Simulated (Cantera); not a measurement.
A Cantera script and its output.

```python
import numpy as np
import cantera as ct

gas = ct.Solution("h2o2.yaml")
gas.TPX = 1200, 1333, {'H2': 0.29, 'O2': 1}
reactor = ct.IdealGasConstPressureReactor(gas, energy="off", clone=False)
net = ct.ReactorNet([reactor])
net.rtol, net.atol = 1e-08, 1e-18
show = ['H2', 'O2', 'O', 'H2O', 'H2O2']
times = np.geomspace(9e-05, 200, 9)

steps = ct.SolutionArray(gas, extra=["t"])
rows = []
print(f"{'t/s':>10s}{'T/K':>9s}{'P/Pa':>11s}" + "".join(f"{s:>11s}" for s in show))
for t in times:
    while net.time < t:
        t_next = net.step()
        steps.append(gas.state, t=t_next)
    rows.append([np.interp(t, steps.t, y) for y in (steps.T, steps.P, *steps(*show).X.T)])
    print(f"{t:10.3e}{rows[-1][0]:9.1f}{rows[-1][1]:11.4g}" + "".join(f"{x:11.3e}" for x in rows[-1][2:]))
rate = np.gradient(steps.T, steps.t)
print("integrator steps:", len(steps.t))
if steps.T.max() > steps.T[0] + 200:
    print(f"time of steepest temperature rise: {steps.t[rate.argmax()]:.4e} s")
gas.TPX = 1200, 1333, {'H2': 0.29, 'O2': 1}
gas.equilibrate("TP")
print(f"equilibrium (TP): T = {gas.T:.1f} K  " + "  ".join(f"{s} {gas[s].X[0]:.3e}" for s in show))
```

Output:

```
       t/s      T/K       P/Pa         H2         O2          O        H2O       H2O2
 9.000e-05   1200.0       1333  2.248e-01  7.752e-01  8.262e-09  1.176e-08  1.178e-11
 5.592e-04   1200.0       1333  2.248e-01  7.752e-01  1.383e-05  3.778e-05  5.480e-10
 3.475e-03   1200.0       1333  1.009e-02  6.652e-01  6.689e-02  1.834e-01  3.235e-07
 2.159e-02   1200.0       1333  2.519e-03  7.305e-01  1.406e-02  2.414e-01  4.719e-07
 1.342e-01   1200.0       1333  5.957e-05  7.461e-01  3.281e-04  2.527e-01  1.363e-07
 8.337e-01   1200.0       1333  2.798e-06  7.466e-01  1.593e-05  2.532e-01  2.185e-08
 5.180e+00   1200.0       1333  2.789e-07  7.467e-01  1.618e-06  2.532e-01  3.690e-09
 3.219e+01   1200.0       1333  4.656e-08  7.467e-01  2.714e-07  2.533e-01  8.070e-10
 2.000e+02   1200.0       1333  3.247e-08  7.467e-01  1.888e-07  2.533e-01  6.054e-10
integrator steps: 2133
equilibrium (TP): T = 1200.0 K  H2 3.247e-08  O2 7.467e-01  O 1.888e-07  H2O 2.533e-01  H2O2 6.054e-10
```

Detailed kinetics in Cantera: the H2/O2 subset of GRI-Mech 3.0, which has no nitrogen chemistry. Radical loss at walls, strong at low pressure, is not modelled. The temperature is held fixed by assumption; the heat of reaction is taken as removed at once.
